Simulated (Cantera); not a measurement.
# Catalytic stagnation flow on Pt

A jet of 2.96 % H2, 7.06 % O2, 90.0 % N2, equivalence ratio 0.21 at 300 K and 30.8 Torr hits a platinum plate 6.6 cm away at a mass flux of 0.074 kg/m²/s; the plate temperature is set and raised in steps from an oxygen-covered start.

Cantera simulation using Deutschmann's 1995 Pt surface mechanism with GRI-Mech 3.0 gas chemistry; the numbers are that mechanism's predictions, not measurements. Catalytic surfaces can have several steady states; this one follows from the mechanism file's or the stated starting coverage.

| plate T (K) | wall x H2 | wall x O2 | wall x H2O | wall x OH | θ free Pt | θ O* | θ OH* |
|---|---|---|---|---|---|---|---|
| 500 | 0.00295 | 0.0419 | 0.0525 | <1e-8 | 0.103 | 0.879 | 0.0181 |
| 550 | 0.00294 | 0.0420 | 0.0521 | <1e-8 | 0.109 | 0.881 | 0.0103 |
| 600 | 0.00293 | 0.0421 | 0.0517 | <1e-8 | 0.114 | 0.879 | 0.00640 |
| 650 | 0.00292 | 0.0421 | 0.0514 | <1e-8 | 0.120 | 0.876 | 0.00425 |
| 700 | 0.00286 | 0.0422 | 0.0511 | <1e-8 | 0.128 | 0.869 | 0.00302 |
| 750 | 0.00263 | 0.0420 | 0.0513 | <1e-8 | 0.145 | 0.852 | 0.00232 |
| 800 | 0.00219 | 0.0416 | 0.0518 | <1e-8 | 0.183 | 0.815 | 0.00192 |
| 850 | 0.00176 | 0.0412 | 0.0524 | 1.73e-8 | 0.239 | 0.760 | 0.00165 |
x: mole fraction at the wall; θ: surface coverage.
